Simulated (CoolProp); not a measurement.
Vapour-liquid equilibrium of ethane (1) + n-pentane (2) at 262.7 K; x and y are mole fractions of (1).

Computed with CoolProp (multi-fluid Helmholtz-energy mixture model, Bücker 2006 and Thol 2019; pair parameters Kunz 2012).

| x | bubble pressure, mixture model (bar) | bubble pressure, Raoult's law (bar) | y, mixture model | y, Raoult's law |
|---|---|---|---|---|
| 0.05 | ? | 1.060 | 0.853 | 0.867 |
| 0.2 | 3.584 | 3.793 | ? | 0.969 |
| 0.35 | 6.170 | 6.527 | 0.979 | 0.985 |
| 0.5 | 8.745 | 9.261 | 0.987 | 0.992 |
| 0.65 | 11.34 | 11.99 | ? | 0.996 |
| 0.8 | ? | 14.73 | 0.995 | 0.998 |
| 0.95 | ? | 17.46 | 0.999 | 1.000 |

**Question.** What belongs in the gaps?

**Answer.** 
- 0.05, bubble pressure, mixture model (bar): 1.001
- 0.2, y, mixture model: 0.961
- 0.65, y, mixture model: 0.991
- 0.8, bubble pressure, mixture model (bar): 14.06
- 0.95, bubble pressure, mixture model (bar): 17.15

The largest gap from Raoult's law is -5.6 % in bubble pressure, at x = 0.5. No azeotrope shows between x = 0.05 and 0.95.

Pair parameters are fitted to limited data, so mixtures are less certain than the pure fluids.
